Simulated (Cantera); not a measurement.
Cantera run:

```python
import numpy as np
import cantera as ct

gas_names = """
    H HO2 H2 H2O H2O2 Nb NbO NbO2 O OH O2 O3
""".split()
cond_names = """
    H2O(s) H2O(L) Nb(cr) Nb(L) NbO(s) NbO(L) NbO2(I) NbO2(II) NbO2(III) NbO2(L) Nb2O5(s) Nb2O5(L)
""".split()


def load(file, names, dense=False):
    # The tables refer to 1 bar. Condensed volumes are neglected.
    table = {s.name: s for s in ct.Species.list_from_file(file)}
    out = []
    for n in names:
        d = dict(table[n].input_data)
        d["thermo"] = dict(d["thermo"], **{"reference-pressure": 1e5})
        if dense:
            d["equation-of-state"] = {"model": "constant-volume", "density": "1e6 g/cm^3"}
        out.append(ct.Species.from_dict(d))
    return out


gas = ct.Solution(thermo="ideal-gas", species=load("nasa_gas.yaml", gas_names))
cond = {s.name: ct.Solution(thermo="fixed-stoichiometry", species=[s], name=s.name)
        for s in load("nasa_condensed.yaml", cond_names, dense=True)}
atoms = {
    'Nb2O5': {'Nb': 2, 'O': 5},
    'H2': {'H': 2},
    'H2O': {'H': 2, 'O': 1},
}
top_T = {}  # K; cautious upper limits of use, not melting points


def equilibrate(T, P, feed):
    n = {}
    for name, mol in feed.items():
        for a, k in atoms[name].items():
            n[a] = n.get(a, 0.0) + k * mol
    gas.TPX = T, P, n
    mass = sum(n.values()) * gas.mean_molecular_weight
    gas.equilibrate("TP")
    valid = [c for c in cond.values() if c.min_temp <= T <= top_T.get(c.name, c.max_temp)]
    mix = ct.Mixture([(gas, mass / gas.mean_molecular_weight)] + [(c, 0.0) for c in valid])
    mix.T, mix.P = T, P
    mix.equilibrate("TP", solver="vcs", rtol=1e-11, max_steps=5000)
    return mix


results = []
feed = {'Nb2O5': 1, 'H2': 690, 'H2O': 0.094}  # mol
T = 1475  # K
P = 44  # Pa
mix = equilibrate(T, P, feed)
results.append((T, P, feed, dict(zip(mix.species_names, mix.species_moles))))
print(gas.report(threshold=0.0001))
for i in range(1, mix.n_phases):
    print(f"{mix.phase(i).name:16s} {mix.phase_moles(i):12.5e} mol")
```

Output:

```
       temperature   1475 K
          pressure   44 Pa
           density   7.3217e-06 kg/m^3
  mean mol. weight   2.0407 kg/kmol
   phase of matter   gas

                          1 kg             1 kmol
                     ---------------   ---------------
          enthalpy        1.7292e+07        3.5289e+07  J
   internal energy        1.1283e+07        2.3025e+07  J
           entropy          1.19e+05        2.4285e+05  J/K
    Gibbs function       -1.5823e+08       -3.2291e+08  J
 heat capacity c_p             15815             32275  J/K
 heat capacity c_v             11741             23960  J/K

                      mass frac. Y      mole frac. X     chem. pot. / RT
                     ---------------   ---------------   ---------------
                 H        0.00030507        0.00061763           -13.142
                H2            0.9857            0.9978           -26.285
               H2O           0.01399         0.0015848           -60.112
     [   +9 minor]        4.2439e-06        9.1661e-08

Nb(cr)            0.00000e+00 mol
NbO(s)            0.00000e+00 mol
NbO2(III)         1.99995e+00 mol
Nb2O5(s)          0.00000e+00 mol
```

Cantera equilibrium calculation (NASA polynomials, part measured and part estimated; ideal gas, pure solids and liquids). Condensed phases not in the tables: the oxides between NbO2 and Nb2O5.
